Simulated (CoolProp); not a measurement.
A Linde-Hampson liquefier for normal hydrogen: isothermal reversible compression at 290 K from 1 atm to 25 MPa, throttling to 1 atm, return gas leaving the recuperator 10 K below the feed. Each further row changes one setting.

Computed with CoolProp (reference Helmholtz-energy equation of state, Leachman 2009).

```
case                        compression work (kJ/kg of gas)
--------------------------  -------------------------------
as stated                                              6770
high pressure 50 MPa                                   7790
warm-end temperature 320 K                             7460
warm-end gap 15 K                                      6770
```
